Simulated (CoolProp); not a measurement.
Aqueous ammonia as a coolant, at -1 °C, 1 atm.

Values from CoolProp's Melinder's fits for secondary coolants.

| mass % | freezing point (°C) | viscosity (mPa s) | Prandtl number | conductivity (W/(m K)) | density (kg/m³) |
|---|---|---|---|---|---|
| 2 | -2.3 | 2.02 | 15.8 | 0.539 | 991.8 |
| 5.9 | -7.3 | 2.01 | 16.4 | 0.518 | 977.0 |
| 9.7 | -13.1 | 2.05 | 17.4 | 0.497 | 963.7 |
| 13.6 | -20.3 | 2.15 | 19.2 | 0.475 | 951.0 |
| 17.5 | -29.3 | 2.28 | 21.2 | 0.454 | 939.2 |
| 21.4 | -41.1 | 2.33 | 22.6 | 0.437 | 928.1 |
| 25.2 | -56.4 | 2.31 | 23.0 | 0.424 | 917.6 |
| 29.1 | -78.0 | 2.33 | 23.9 | 0.413 | 907.2 |
